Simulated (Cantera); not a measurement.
An isothermal, constant-pressure homogeneous reactor starts with NO : N₂ = 1 : 0.15 (molar parts), at 1550 K and 0.0263 atm.

Detailed kinetics in Cantera: GRI-Mech 3.0 (53 species, 325 reactions). Radical loss at walls, strong at low pressure, is not modelled.

One state of this run: x NO = 0.816; x O₂ = 0.0266; x N₂O = 0.000207; x O = 9.85e-6; x NO₂ = 0.000207. x: mole fraction; the columns are a selection and need not sum to one.

Q: Which value of t (s) does it belong to?
A) 0.000900
B) 0.160
C) 28.4
D) 80.0

A: D, 80.0
